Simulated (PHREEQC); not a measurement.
A PHREEQC input (ion-association model, wateq4f.dat):

```
SOLUTION 1
  temp 5
  units mg/kgw
  pH 6.15
  pe 9
  Na 0.175
  K 0.0752 charge
  Ca 0.241
  Mg 0.114
  Cl 0.518
  S(6) 0.329 as SO4
  Alkalinity 0.628 as HCO3
  Zn 0.000228
  F 0.000194
  Ba 0.000581
  Pb 0.00107
END
USE solution 1
EQUILIBRIUM_PHASES 1
  Gypsum 0 0
  Fluorite 0 0
  CO2(g) -2.5 10
END
```

The run finishes without an error or a warning.

Its last state differs from that of the intended input:

```csv
quantity,as run,intended
ionic strength (mol/kgw),5.02e-5,4.98e-5
KSO4- (mol/kgw),4.35e-11,3.08e-11
```

Problem. One thing in the input isn't as intended. What explains the difference?

Solution. One answer among several that fit: The fault: charge balance asked on the minor ion K. The line should read `K 0.0752` where the input has `K 0.0752 charge`.
